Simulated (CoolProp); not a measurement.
Vapour-liquid equilibrium of dimethyl ether (1) + R227EA (2) at 318.6 K; x and y are mole fractions of (1).

Values from CoolProp's multi-fluid Helmholtz-energy mixture model, Wu 2011 and Lemmon 2016; pair parameters Bell 2016.

Task: Give the bubble pressure and the first vapour's composition at x = 0.05, 0.35, 0.575. Is there an azeotrope?

Result: x = 0.05: 0.7843 MPa, y = 0.026; x = 0.35: 0.6903 MPa, y = 0.357; x = 0.575: 0.7542 MPa, y = 0.670. y crosses x between x = 0.275 and 0.35: the model has an azeotrope there.

Pair parameters are fitted to limited data, so mixtures are less certain than the pure fluids.
